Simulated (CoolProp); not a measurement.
Saturation properties of fluoroethane (R161).

Model: reference Helmholtz-energy equation of state, Wu 2012, in CoolProp.

```tsv
T (°C)	p (MPa)	liquid density (kg/m³)	vapour density (kg/m³)	liquid cp (kJ/(kg K))
3.85	0.4950	752.3	11.56	2.150
8.95	0.5808	743.0	13.51	2.182
14.05	0.6773	733.3	15.72	2.215
19.05	0.7831	723.4	18.16	2.250
24.15	0.9032	712.9	20.97	2.288
29.25	1.036	701.9	24.13	2.329
34.35	1.184	690.3	27.68	2.373
39.45	1.346	678.1	31.69	2.421
44.45	1.520	665.5	36.12	2.473
49.55	1.714	652.0	41.22	2.533
54.65	1.926	637.6	47.01	2.601
59.75	2.156	622.3	53.61	2.683
```

It boils at -37.6 °C under 1 atm.
